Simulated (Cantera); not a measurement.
A freely propagating, adiabatic, planar premixed flame of H2 : O2 : N2 = 1 : 0.294 : 1.12 (molar parts), equivalence ratio 1.7, unburnt at 350 K and 5.00 bar; mixture-averaged transport, grid criteria slope 0.08 and curve 0.16, no radiation.

Detailed kinetics in Cantera: the H2/O2 subset of GRI-Mech 3.0, which has no nitrogen chemistry. The hydrogen kinetics of GRI-Mech 3.0 are dated; newer H2 mechanisms differ, most at raised pressure. Burning velocities carry a grid error of a few per cent, more on coarse grids.

**Question.** What does this change do: inlet temperature 350 to 575 K?

**Answer.** 
```csv
quantity,before,after
laminar burning velocity,372 cm/s,863 cm/s
thermal thickness,0.0453 mm,0.0550 mm
peak x(H2O2),0.000144,5.60e-5
peak x(H),0.0436,0.0581
peak x(O),0.00252,0.00371
```

**Question.** What does this change do: N2 1.12 to 1.4 parts?

**Answer.** 
```tsv
quantity	before	after
laminar burning velocity	372 cm/s	272 cm/s
thermal thickness	0.0453 mm	0.0486 mm
peak x(H2O2)	0.000144	0.000134
peak x(H)	0.0436	0.0313
peak x(O)	0.00252	0.00168
```

**Question.** What does this change do: N2 1.12 to 0.89 parts?

**Answer.** 
```json
[
 {"quantity": "laminar burning velocity", "before": "372 cm/s", "after": "477 cm/s"},
 {"quantity": "thermal thickness", "before": "0.0453 mm", "after": "0.0433 mm"},
 {"quantity": "peak x(H2O2)", "before": "0.000144", "after": "0.000153"},
 {"quantity": "peak x(H)", "before": "0.0436", "after": "0.0565"},
 {"quantity": "peak x(O)", "before": "0.00252", "after": "0.00347"}
]
```
